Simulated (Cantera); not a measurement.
A perfectly stirred reactor is fed with 2.97 % CH4, 20.4 % O2, 76.6 % N2, at 0.385 atm; it is adiabatic with a 600 K inlet, and is followed from long to short residence time, starting on the burning branch (τ in s: 0.36, 0.14, 0.053, 0.02, 0.0078, 0.003, 0.0012, 0.00044, 0.00017, 6.6e-05, 2.5e-05, 9.7e-06, 3.7e-06).

Detailed kinetics in Cantera: GRI-Mech 3.0 (53 species, 325 reactions).

x: mole fraction; the columns are a selection and need not sum to one.

```json
[
 {"τ (s)": "0.36", "T (K)": "1299", "x CH4": "3.42e-5", "x O2": "0.145", "x NO2": "3.83e-9", "x CO2": "0.0293", "x NO": "___", "x H2O2": "1.47e-7"},
 {"τ (s)": "0.14", "T (K)": "1295", "x CH4": "6.36e-5", "x O2": "0.145", "x NO2": "2.17e-9", "x CO2": "0.0289", "x NO": "___", "x H2O2": "2.26e-7"},
 {"τ (s)": "0.053", "T (K)": "1287", "x CH4": "0.000122", "x O2": "0.145", "x NO2": "1.15e-9", "x CO2": "0.0282", "x NO": "___", "x H2O2": "3.54e-7"},
 {"τ (s)": "0.020", "T (K)": "1271", "x CH4": "0.000248", "x O2": "0.146", "x NO2": "6.44e-10", "x CO2": "0.0266", "x NO": "___", "x H2O2": "5.73e-7"},
 {"τ (s)": "0.0078", "T (K)": "1235", "x CH4": "0.000601", "x O2": "0.148", "x NO2": "3.78e-10", "x CO2": "0.0232", "x NO": "___", "x H2O2": "1.06e-6"},
 {"τ (s)": "0.0030", "T (K)": "600", "x CH4": "0.0297", "x O2": "0.204", "x NO2": "<1e-12", "x CO2": "<1e-12", "x NO": "<1e-12", "x H2O2": "<1e-12"},
 {"τ (s)": "0.0012", "T (K)": "600", "x CH4": "0.0297", "x O2": "0.204", "x NO2": "<1e-12", "x CO2": "<1e-12", "x NO": "<1e-12", "x H2O2": "<1e-12"},
 {"τ (s)": "0.00044", "T (K)": "600", "x CH4": "0.0297", "x O2": "0.204", "x NO2": "<1e-12", "x CO2": "<1e-12", "x NO": "<1e-12", "x H2O2": "<1e-12"},
 {"τ (s)": "0.00017", "T (K)": "600", "x CH4": "0.0297", "x O2": "0.204", "x NO2": "<1e-12", "x CO2": "<1e-12", "x NO": "<1e-12", "x H2O2": "<1e-12"},
 {"τ (s)": "6.6e-5", "T (K)": "600", "x CH4": "0.0297", "x O2": "0.204", "x NO2": "<1e-12", "x CO2": "<1e-12", "x NO": "<1e-12", "x H2O2": "<1e-12"},
 {"τ (s)": "2.5e-5", "T (K)": "600", "x CH4": "0.0297", "x O2": "0.204", "x NO2": "<1e-12", "x CO2": "<1e-12", "x NO": "<1e-12", "x H2O2": "<1e-12"},
 {"τ (s)": "9.7e-6", "T (K)": "600", "x CH4": "0.0297", "x O2": "0.204", "x NO2": "<1e-12", "x CO2": "<1e-12", "x NO": "<1e-12", "x H2O2": "<1e-12"},
 {"τ (s)": "3.7e-6", "T (K)": "600", "x CH4": "0.0297", "x O2": "0.204", "x NO2": "<1e-12", "x CO2": "<1e-12", "x NO": "<1e-12", "x H2O2": "<1e-12"}
]
```

**Question.** Fill in the missing entries.

**Answer.** 
- 0.36, x NO: 3.30e-7
- 0.14, x NO: 2.18e-7
- 0.053, x NO: 1.42e-7
- 0.020, x NO: 9.79e-8
- 0.0078, x NO: 5.95e-8
